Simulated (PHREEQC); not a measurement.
Consider water at 37 °C with 0.073 mol/kgw FeCl3 and 0.00033 mol/kgw NaHCO3. Closed to the air; pH follows from the charge balance.

Computed with PHREEQC (ion-association model, phreeqc.dat).

This is a speciation only: nothing precipitates in the calculation.

Task: Order these Cl species by the share of Cl that they hold, largest first: Cl-, FeCl+2, FeCl2+.

Result: Cl- (80 %), FeCl+2 (16 %), FeCl2+ (4.1 %)

Task: Order these Fe species by the share of Fe that they hold, largest first: FeCl+2, FeOH+2, Fe+3, Fe2(OH)2+4, FeCl2+.

Result: FeCl+2 (47 %), Fe+3 (22 %), Fe2(OH)2+4 (16 %), FeOH+2 (8.0 %), FeCl2+ (6.2 %)

The pH is 1.84 and the ionic strength 0.301 mol/kgw. The solution is supersaturated, for example in Hematite (slow to form), Goethite (slow to form), so a real one may precipitate; this is no full list. At this temperature some constants are extrapolated from 25 °C, and those without enthalpy data are left unchanged.
